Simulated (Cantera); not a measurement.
# Reactions in the system C-H-N-Ta

Source: NASA polynomial tables (part measured, part estimated), evaluated in Cantera. Values are per mole of reaction as written; species without (g) are pure solids or liquids, kept so even where they would boil at 1 bar. TaC: taken at fixed stoichiometry.

2 TaC + 2 NH₃(g) → 2 Ta + C₂H₆(g) + N₂(g)

```tsv
T (K)	ΔH° (kJ)	ΔS° (J/K)	ΔG° (kJ)	log10 K
300	296.2	33.4	286.2	-49.83
1950	286.2	18.5	250.2	-6.70
2050	285.6	18.2	248.4	-6.33
2150	285.0	17.9	246.6	-5.99
2250	284.3	17.6	244.8	-5.68
2350	283.6	17.3	243.0	-5.40
2450	282.9	16.9	241.3	-5.15
2550	282.1	16.6	239.7	-4.91
2650	281.3	16.3	238.0	-4.69
2750	280.5	16.1	236.4	-4.49
```
